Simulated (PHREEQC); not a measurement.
A solution holds 0.058 mol LiCl, 0.66 mol FeCl2 and 0.00058 mol NaCl per kg of water, at 25 °C. It is in equilibrium with CO2 at log p = -1 (atm). Otherwise closed; pH follows from the charge balance.

All values are PHREEQC results (ion-association model, phreeqc.dat), not measurements.

Precipitation was switched off in this run.

Q: Order these C species by the share of C that they hold, largest first: HCO3-, CO2, FeHCO3+.

A: CO2 (94 %), FeHCO3+ (5.5 %), HCO3- (0.87 %)

The pH is 3.95 and the ionic strength 1.83 mol/kgw. Ionic strength above about 0.7 mol/kgw puts this run outside the model's range.
